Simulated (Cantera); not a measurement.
Cantera run:

```python
import numpy as np
import cantera as ct

gas_names = [...]  # 136 gases of nasa_gas.yaml made of C, H, N, O
cond_names = """
    C(gr) C6H6(L) C7H8(L) C8H18(L),n-octa H2O(s) H2O(L)
""".split()


# ... load() reads the species with a 1 bar reference pressure and builds the phases ...
atoms = {
    'acetone': {'C': 3, 'H': 6, 'O': 1},
    'NH3': {'N': 1, 'H': 3},
    'H2': {'H': 2},
}
top_T = {'C(gr)': 4500}  # K; cautious upper limits of use, not melting points


# ... equilibrate(T, P, feed) seeds the gas with the atoms and calls Mixture.equilibrate('TP', solver="vcs", rtol=1e-11, max_steps=5000) ...
results = []
feed = {'acetone': 1, 'NH3': 0.11, 'H2': 1.4}  # mol
T = 1923  # K
for P in [10, 72, 520, 3700, 27000, 190000, 1400000, 10000000]:
    mix = equilibrate(T, P, feed)
    results.append((T, P, feed, dict(zip(mix.species_names, mix.species_moles))))

top = {s: max(r[3][s] / sum(r[3][g] for g in gas_names) for r in results) for s in gas_names}
cols = sorted((s for s in top if top[s] > 0.001), key=lambda s: -top[s])[:7]
seen = [c for c in cond_names if any(r[3].get(c, 0) > 1e-12 for r in results)]
print("log10 of partial pressures in bar; condensed amounts in mol")
print(f"{'P/Pa':>10s}" + "".join(f"{s[:9]:>10s}" for s in cols + seen))
for T, P, feed, n in results:
    ng = sum(n[g] for g in gas_names)
    print(f"{P:10.4g}" + "".join(f"{np.log10(max(n[s] / ng * P / 1e5, 1e-99)):10.3f}" for s in cols)
          + "".join(f"{n.get(c, 0):10.4g}" for c in seen))
```

Output:

```
log10 of partial pressures in bar; condensed amounts in mol
      P/Pa        H2        CO         H       CH4        N2       H2O     C(gr)
        10    -4.132    -4.768    -5.092   -11.543    -6.049   -12.692     1.991
        72    -3.249    -3.899    -4.650    -9.777    -5.181   -10.940      1.99
       520    -2.380    -3.036    -4.216    -8.040    -4.318    -9.209      1.99
      3700    -1.525    -2.182    -3.788    -6.329    -3.464    -7.500      1.99
   2.7e+04    -0.660    -1.319    -3.356    -4.600    -2.601    -5.771      1.99
   1.9e+05     0.187    -0.471    -2.932    -2.905    -1.753    -4.076     1.987
   1.4e+06     1.052     0.398    -2.500    -1.175    -0.884    -2.342     1.965
     1e+07     1.888     1.259    -2.082     0.497    -0.020    -0.645     1.829
```

Equilibrium computed with Cantera from the NASA thermochemical tables; the gas is ideal and each condensed phase is pure. The feed counts by its element totals alone. The ideal-gas law is rough above about 30 bar.
